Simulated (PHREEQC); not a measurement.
A solution holds 0.19 mol/kgw H2SO4, 0.0001 mol/kgw AlCl3 and 0.0086 mol/kgw MnSO4, at 52 °C. Closed to the air; pH follows from the charge balance.

All values are PHREEQC results (ion-association model, phreeqc.dat), not measurements.

This is a speciation only: nothing precipitates in the calculation.

Question: Order these S species by the share of S that they hold, largest first: MnSO4, HSO4-, SO4-2.

Answer: HSO4- (90 %), SO4-2 (8.7 %), MnSO4 (1.1 %)

The pH is 0.80 and the ionic strength 0.237 mol/kgw. Constants without temperature data keep their 25 °C values here.
